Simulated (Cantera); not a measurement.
Transport properties of process gases

Gas mixture: 100 % NO, at 0.00395 atm, frozen composition.

Cantera's kinetic-theory transport with the Lennard-Jones parameters of GRI-Mech 3.0, ideal gas; thermal conductivity in the mixture-averaged form. The composition is frozen, though it would react at the higher temperatures.

```json
[
 {"T (K)": "400", "ρ (kg/m³)": "0.00361", "cp (J/kg/K)": "998.6", "μ (µPa s)": "23.1", "λ (mW/m/K)": "32.4", "Pr": "0.712", "D (cm²/s) CH3": "93.8", "D (cm²/s) CH4": "93.4", "D (cm²/s) C2H2": "69.9"},
 {"T (K)": "550", "ρ (kg/m³)": "0.00262", "cp (J/kg/K)": "1028", "μ (µPa s)": "28.9", "λ (mW/m/K)": "42.0", "Pr": "0.707", "D (cm²/s) CH3": "163", "D (cm²/s) CH4": "162", "D (cm²/s) C2H2": "122"},
 {"T (K)": "700", "ρ (kg/m³)": "0.00206", "cp (J/kg/K)": "1067", "μ (µPa s)": "34.0", "λ (mW/m/K)": "51.3", "Pr": "0.707", "D (cm²/s) CH3": "245", "D (cm²/s) CH4": "244", "D (cm²/s) C2H2": "185"},
 {"T (K)": "850", "ρ (kg/m³)": "0.00170", "cp (J/kg/K)": "1104", "μ (µPa s)": "38.6", "λ (mW/m/K)": "60.2", "Pr": "0.708", "D (cm²/s) CH3": "341", "D (cm²/s) CH4": "339", "D (cm²/s) C2H2": "258"},
 {"T (K)": "1000", "ρ (kg/m³)": "0.00144", "cp (J/kg/K)": "1133", "μ (µPa s)": "42.9", "λ (mW/m/K)": "68.6", "Pr": "0.709", "D (cm²/s) CH3": "447", "D (cm²/s) CH4": "445", "D (cm²/s) C2H2": "339"},
 {"T (K)": "1150", "ρ (kg/m³)": "0.00126", "cp (J/kg/K)": "1153", "μ (µPa s)": "47.0", "λ (mW/m/K)": "76.7", "Pr": "0.707", "D (cm²/s) CH3": "565", "D (cm²/s) CH4": "562", "D (cm²/s) C2H2": "428"},
 {"T (K)": "1300", "ρ (kg/m³)": "0.00111", "cp (J/kg/K)": "1171", "μ (µPa s)": "50.9", "λ (mW/m/K)": "84.5", "Pr": "0.706", "D (cm²/s) CH3": "693", "D (cm²/s) CH4": "689", "D (cm²/s) C2H2": "526"},
 {"T (K)": "1450", "ρ (kg/m³)": "0.000996", "cp (J/kg/K)": "1186", "μ (µPa s)": "54.7", "λ (mW/m/K)": "91.9", "Pr": "0.706", "D (cm²/s) CH3": "831", "D (cm²/s) CH4": "827", "D (cm²/s) C2H2": "631"}
]
```
D: mixture-averaged diffusion coefficient of that species in the mixture.
